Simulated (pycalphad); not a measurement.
# Phase fractions of Ti-4.6Al-13.1C (at.%)

Computed with pycalphad from the COST 507 light-alloy database (1999), at 1 atm. The data set is of 1999 and partly superseded. Not assessed as a whole: an extrapolation from subsystems, which can miss ternary compounds. Amounts are mole fractions of atoms. Kinetics are ignored, which matters at the lower temperatures.

```tsv
T (°C)	liquid	fcc	bcc	hcp
2427	1.000	-	-	-
2327	0.943	0.057	-	-
2227	?	?	-	-
2127	0.797	0.203	-	-
2027	0.744	0.256	-	-
1927	0.702	0.298	-	-
1827	0.668	0.332	-	-
1727	0.642	0.358	-	-
1627	-	0.381	0.619	-
1527	-	0.380	0.620	-
1427	-	0.380	0.620	-
1327	-	0.379	0.621	-
1227	-	0.379	0.621	-
1127	-	0.378	0.622	-
1027	-	0.377	0.623	-
927	-	0.376	-	0.624
827	-	0.372	-	0.628
727	-	0.369	-	0.631
627	-	0.365	-	0.635
527	-	0.362	-	0.638
427	-	0.359	-	0.641
327	-	0.356	-	0.644
227	-	0.354	-	0.646
```

Question: Some entries are withheld; supply them.

Answer: 
- 2227, liquid: 0.862
- 2227, fcc: 0.138

The fcc model also describes the rock-salt carbide or nitride (TiC, TiN, HfC).
